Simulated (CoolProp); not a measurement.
500 sccm (0 °C, 1 atm) of nitrogen bubbles through liquid toluene at 295.7 K and leaves saturated at a total pressure of 0.0784 MPa (ideal gas phase). Each further row changes one setting.

Values from CoolProp's reference Helmholtz-energy equation of state, Lemmon 2006. It is a short technical equation, of lower accuracy than the large ones.

```json
[
 {"case": "as stated", "vapour pressure (kPa)": "3.34", "mole fraction of vapour": "0.0426", "delivery (mg/min)": "91.6", "delivery (sccm)": "22.3", "change of delivery for a bath 1 K warmer (%)": "5.6"},
 {"case": "bath temperature 300.7 K", "vapour pressure (kPa)": "4.33", "mole fraction of vapour": "0.0552", "delivery (mg/min)": "120", "delivery (sccm)": "29.2", "change of delivery for a bath 1 K warmer (%)": "5.5"},
 {"case": "total pressure 0.157 MPa", "vapour pressure (kPa)": "3.34", "mole fraction of vapour": "0.0213", "delivery (mg/min)": "44.7", "delivery (sccm)": "10.9", "change of delivery for a bath 1 K warmer (%)": "5.5"}
]
```
